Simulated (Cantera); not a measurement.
An isothermal, constant-pressure homogeneous reactor starts with NH₃ : H₂ = 1 : 3.2 (molar parts), at 1625 K and 1.01 bar.

Cantera simulation using the gas-phase N/H chemistry of the illustrative SiF4/NH3 mechanism in the Surface Chemkin manual (1991); the numbers are that mechanism's predictions, not measurements. Walls and surfaces, which speed up NH3 decomposition in real reactors, are not modelled.

One state of this run: x NH₃ = 0.0245; x H₂ = 0.889; x NH = 2.20e-8; x N₂H₄ = 3.86e-10; x N = 7.08e-10; x NH₂ = 4.32e-6; x N₂H₂ = 6.97e-10. x: mole fraction; the columns are a selection and need not sum to one.

Question: Which value of t (s) does it belong to?
(A) 100
(B) 0.603
(C) 4.00e-6
(D) 0.110

Answer: A, 100
